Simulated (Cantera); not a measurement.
An isothermal, constant-pressure homogeneous reactor starts with 75.2 % N₂O, 24.8 % O₂, at 1475 K and 100000 Pa.

Cantera simulation using GRI-Mech 3.0 (53 species, 325 reactions); the numbers are that mechanism's predictions, not measurements. GRI-Mech 3.0 was tuned for natural gas; its chemistry of N2O as a main component is partial and can be far from experiment. The temperature is held fixed by assumption; the heat of reaction is taken as removed at once.

One state of this run: x N₂O = 0.400; x O₂ = 0.315; x NO₂ = 0.000387; x N₂ = 0.227; x NO = 0.0577. x: mole fraction; the columns are a selection and need not sum to one.

**Question.** Which value of t (s) does it belong to?
A) 0.0128
B) 2.00
C) 0.0967
D) 0.000620

**Answer.** A, 0.0128
